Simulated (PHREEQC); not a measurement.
0.069 g of hydrous ferric oxide (600 m²/g; 0.2 weak and 0.005 strong sites per Fe, Dzombak-Morel constants, diffuse double layer) in 1 kg of water with 0.005 mol/kgw of an inert sodium salt and 0.00026 mol/kgw NaF, at 25 °C; the pH is set by adding NaOH or the inert anion's acid. Oxygen alone is held at its pressure in air (log pO2 = -0.68). The system is closed to CO2. Precipitation was switched off in this run.

Base run: PHREEQC, ion-association model, wateq4f.dat. Each further column changes one thing. The table gives F sorbed (%).

```json
[
 {"pH": "3", "base": "35.3", "background salt from 0.005 to 0.0005 mol/kgw": "40.8", "oxide from 0.069 to 0.35 g/kgw": "92.4", "0.00047 mol/kgw SrCl2 added": "34.2"},
 {"pH": "3.5", "base": "37.0", "background salt from 0.005 to 0.0005 mol/kgw": "41.9", "oxide from 0.069 to 0.35 g/kgw": "93.8", "0.00047 mol/kgw SrCl2 added": "36.0"},
 {"pH": "4", "base": "35.1", "background salt from 0.005 to 0.0005 mol/kgw": "39.1", "oxide from 0.069 to 0.35 g/kgw": "92.3", "0.00047 mol/kgw SrCl2 added": "34.4"},
 {"pH": "4.5", "base": "30.9", "background salt from 0.005 to 0.0005 mol/kgw": "34.0", "oxide from 0.069 to 0.35 g/kgw": "87.8", "0.00047 mol/kgw SrCl2 added": "30.3"},
 {"pH": "5", "base": "25.2", "background salt from 0.005 to 0.0005 mol/kgw": "27.6", "oxide from 0.069 to 0.35 g/kgw": "79.2", "0.00047 mol/kgw SrCl2 added": "24.8"},
 {"pH": "5.5", "base": "19.0", "background salt from 0.005 to 0.0005 mol/kgw": "20.8", "oxide from 0.069 to 0.35 g/kgw": "66.2", "0.00047 mol/kgw SrCl2 added": "18.7"},
 {"pH": "6.5", "base": "7.7", "background salt from 0.005 to 0.0005 mol/kgw": "8.5", "oxide from 0.069 to 0.35 g/kgw": "32.2", "0.00047 mol/kgw SrCl2 added": "7.6"},
 {"pH": "7", "base": "3.9", "background salt from 0.005 to 0.0005 mol/kgw": "4.2", "oxide from 0.069 to 0.35 g/kgw": "17.4", "0.00047 mol/kgw SrCl2 added": "3.9"},
 {"pH": "7.5", "base": "1.6", "background salt from 0.005 to 0.0005 mol/kgw": "1.7", "oxide from 0.069 to 0.35 g/kgw": "7.7", "0.00047 mol/kgw SrCl2 added": "1.7"},
 {"pH": "8", "base": "0.6", "background salt from 0.005 to 0.0005 mol/kgw": "0.6", "oxide from 0.069 to 0.35 g/kgw": "2.9", "0.00047 mol/kgw SrCl2 added": "0.7"},
 {"pH": "8.5", "base": "0.2", "background salt from 0.005 to 0.0005 mol/kgw": "0.2", "oxide from 0.069 to 0.35 g/kgw": "1.0", "0.00047 mol/kgw SrCl2 added": "0.3"},
 {"pH": "9", "base": "0.1", "background salt from 0.005 to 0.0005 mol/kgw": "0.1", "oxide from 0.069 to 0.35 g/kgw": "0.3", "0.00047 mol/kgw SrCl2 added": "0.1"}
]
```

The oxide is taken as insoluble; below pH 4 it would dissolve.
